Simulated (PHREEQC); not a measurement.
## Copper plating or etch bath: speciation

A solution holds 0.009 mol Cu(BF4)2 and 0.004 mol NaCl per kg of water, at 20 °C. Closed to the air; pH follows from the charge balance.

Equilibrium calculation in PHREEQC: ion-association model, phreeqc.dat.

```json
{
  "pH": "2.86",
  "ionic_strength": "0.0321 mol/kgw",
  "total_alkalinity": "-54.0 meq/kg"
}
```

```
species  molality  activity   log γ
-------  --------  --------  ------
BF4-       0.0152    0.0129  -0.072
Cu+2      0.00876   0.00472  -0.268
Na+       0.00400   0.00340  -0.070
HF        0.00398   0.00400   0.003
Cl-       0.00396   0.00334  -0.074
F-        0.00253   0.00213  -0.075
H+        0.00158   0.00137  -0.059
BF3OH-    0.00127   0.00107  -0.072
```

No solid was allowed to form. Species that the database lacks are ignored. Real BF4- forms and hydrolyses slowly; the run takes it at equilibrium.
